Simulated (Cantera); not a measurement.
Mixture: CH4 : O2 : N2 = 1 : 1.25 : 4 (molar parts), at 17.0 bar, adiabatic and at constant pressure. Ignition delay is the time to a rise of 400 K.

Computed with Cantera and GRI-Mech 3.0 (53 species, 325 reactions). The pressure lies above the range GRI-Mech 3.0 was tuned for (to about 10 atm).

Q: Predict: delay at 1025 K; delay at 1100 K; delay at 1175 K; delay at 1250 K; delay at 1325 K; delay at 1400 K; apparent activation energy between 1250 and 1400 K.

A: 
```json
{
 "delay at 1025 K": "32.5 ms",
 "delay at 1100 K": "10.5 ms",
 "delay at 1175 K": "3.91 ms",
 "delay at 1250 K": "1.60 ms",
 "delay at 1325 K": "0.702 ms",
 "delay at 1400 K": "0.324 ms",
 "apparent activation energy between 1250 and 1400 K": "160 kJ/mol"
}
```
